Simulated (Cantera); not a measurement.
A freely propagating, adiabatic, planar premixed flame of 51.1 % H2, 10.6 % O2, 38.3 % N2, unburnt at 350 K and 500000 Pa; mixture-averaged transport, grid criteria slope 0.08 and curve 0.16, no radiation.

Cantera simulation using the H2/O2 subset of GRI-Mech 3.0, which has no nitrogen chemistry; the numbers are that mechanism's predictions, not measurements. The hydrogen kinetics of GRI-Mech 3.0 are dated; newer H2 mechanisms differ, most at raised pressure. Burning velocities carry a grid error of a few per cent, more on coarse grids.

x: mole fraction of selected species; z is measured from the peak of heat release.

| z (mm) | T (K) | u (m/s) | x H2 | x O2 | x O | x H2O2 | x H2O | x HO2 |
|---|---|---|---|---|---|---|---|---|
| -0.151 | 350 | 3.29 | 0.511 | 0.106 | <1e-8 | <1e-8 | <1e-8 | <1e-8 |
| -0.100 | 350 | 3.29 | 0.511 | 0.106 | <1e-8 | <1e-8 | 9.10e-8 | <1e-8 |
| -0.0753 | 350 | 3.29 | 0.511 | 0.106 | <1e-8 | <1e-8 | 8.96e-7 | 5.40e-8 |
| -0.0502 | 354 | 3.32 | 0.509 | 0.107 | 4.71e-8 | 2.78e-7 | 2.64e-5 | 1.98e-6 |
| -0.0251 | 449 | 4.10 | 0.493 | 0.108 | 4.58e-6 | 4.32e-5 | 0.00347 | 0.000394 |
| -0.0125 | 767 | 6.76 | 0.457 | 0.0999 | 0.000115 | 0.000118 | 0.0317 | 0.000888 |
| 0 | 1159 | 9.99 | 0.407 | 0.0750 | 0.000593 | 4.74e-5 | 0.0889 | 0.000381 |
| 0.0125 | 1438 | 12.3 | 0.360 | 0.0430 | 0.00105 | 6.57e-6 | 0.152 | 0.000181 |
| 0.0251 | 1597 | 13.7 | 0.329 | … | … | … | … | … |
| 0.0502 | 1732 | 14.8 | 0.311 | 0.00332 | 0.000273 | 6.11e-7 | 0.227 | 1.24e-5 |
| 0.100 | 1823 | 15.5 | 0.313 | 0.000181 | 9.70e-5 | 2.25e-7 | 0.234 | 6.79e-7 |
| 0.201 | 1894 | 16.0 | 0.319 | 1.73e-5 | 4.42e-5 | 1.01e-7 | 0.236 | 9.61e-8 |
| 0.402 | 1945 | 16.4 | 0.324 | … | … | … | 0.237 | … |

Question: Fill in the missing entries.

Answer: 
- 0.0251, x O2: 0.0196
- 0.0251, x O: 0.000828
- 0.0251, x H2O2: 1.80e-6
- 0.0251, x H2O: 0.195
- 0.0251, x HO2: 7.79e-5
- 0.402, x O2: 5.83e-6
- 0.402, x O: 1.68e-5
- 0.402, x H2O2: 4.17e-8
- 0.402, x HO2: 3.73e-8
